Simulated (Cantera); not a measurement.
Input: 1 mol Si3H8, 0.17 mol HCl, 5.3 mol H2, held at 1823 K and 13.3 mbar.

Method: chemical equilibrium by Gibbs-energy minimisation in Cantera with the NASA 1993 tables (ideal gas, pure condensed phases). Candidate condensed phases: Si; 19 gas species. The feed counts by its element totals alone. The tables' values for SiCl are old estimates; treat these amounts as uncertain. Gases not in the tables: Si2H6 and higher silanes. Kinetics and transport are ignored.

Base state: H2 0.979, HCl 0.0162, H 0.00371, SiCl2 0.000804, Si 0.000332, SiCl 4.75e-5, Cl 4.69e-5, SiH 4.05e-5 (mole fractions); condensed: Si(l).

### Question
What changes in the equilibrium state with this change: HCl from 0.17 to 1.3 mol?

### Answer
```tsv
species	before	after
H2	0.979	0.895
HCl	0.0162	0.0794
SiCl2	0.000804	0.0211
SiCl3	6.95e-7	9.34e-5
Cl	4.69e-5	0.000240
SiCl	4.75e-5	0.000243
Si(l), mol	2.99	2.77
```
The tables' values for SiCl, SiCl3 are old estimates; treat these amounts as uncertain.

### Question
What changes in the equilibrium state with this change: Si3H8 replaced by SiCl4?

### Answer
| species | before | after |
|---|---|---|
| H2 | 0.979 | 0.575 |
| HCl | 0.0162 | 0.287 |
| SiCl2 | 0.000804 | 0.131 |
| SiCl4 | <1e-9 | 8.04e-5 |
| SiCl3 | 6.95e-7 | 0.00261 |
| SiHCl3 | 1.49e-8 | 4.27e-5 |
| Si(l), mol | 2.99 | 0 |
The tables' values for SiCl3, SiCl are old estimates; treat these amounts as uncertain.

### Question
What changes in the equilibrium state with this change: temperature from 1823 K to 1323 K?

### Answer
```json
[
 {"species": "H2", "before": "0.979", "after": "0.983"},
 {"species": "HCl", "before": "0.0162", "after": "0.0164"},
 {"species": "SiCl2", "before": "0.000804", "after": "0.000748"},
 {"species": "H", "before": "0.00371", "after": "1.36e-5"},
 {"species": "Si", "before": "0.000332", "after": "6.65e-9"},
 {"species": "SiH", "before": "4.05e-5", "after": "5.59e-9"},
 {"species": "SiCl", "before": "4.75e-5", "after": "5.11e-8"},
 {"species": "SiH2", "before": "3.44e-5", "after": "1.11e-7"},
 {"species": "Cl", "before": "4.69e-5", "after": "1.90e-7"},
 {"species": "SiCl3", "before": "6.95e-7", "after": "1.30e-5"},
 {"species": "Si(l), mol", "before": "2.99", "after": "0"},
 {"species": "Si(s), mol", "before": "0", "after": "2.99"}
]
```
The tables' values for SiCl3 are old estimates; treat these amounts as uncertain.
